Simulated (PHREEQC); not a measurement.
Dissolve 0.1 mol/kgw ZnSO4, 0.87 mol/kgw NaCl and 0.0033 mol/kgw H2SO4 at 87 °C. Closed to the air; pH follows from the charge balance.

Computed with PHREEQC (ion-association model, phreeqc.dat).

| quantity | before | after |
|---|---|---|
| pH | 2.93 | 2.51 |
| ionic strength (mol/kgw) | 0.987 | 1.08 |
| Cl- (mol/kgw) | 0.706 | 0.816 |
| SO4-2 (mol/kgw) | 0.0518 | 0.0495 |
| NaSO4- (mol/kgw) | 0.0415 | 0.0343 |
| HSO4- (mol/kgw) | 0.00495 | 0.00248 |
| SI of Halite (NaCl) | -2.25 | -2.08 |

Problem. What was changed between the two runs?
A. H2SO4 from 0.0033 to 0.00495 mol/kgw
B. temperature from 87 to 20 °C
C. H2SO4 replaced by Fe2(SO4)3 at the same molality
D. ZnSO4 left out

Solution. B, temperature from 87 to 20 °C

No solid was allowed to form. The ionic strength passes 0.7 mol/kgw, the rough limit of the ion-association models, in every such run. At this temperature some constants are extrapolated from 25 °C, and those without enthalpy data are left unchanged.
